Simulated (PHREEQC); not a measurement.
A solution holds 3.8e-05 mol HF and 0.00013 mol NH4HF2 per kg of water, at 20 °C. Closed to the air; pH follows from the charge balance.

The numbers come from PHREEQC with the ion-association model, phreeqc.dat.

This is a speciation only: nothing precipitates in the calculation.

### Question
Predict the pH, ionic strength.

### Answer
pH 3.91; ionic strength 0.000255 mol/kgw.

### Question
In which forms is F present?

### Answer
F- 86 %, HF 14 % of the F.
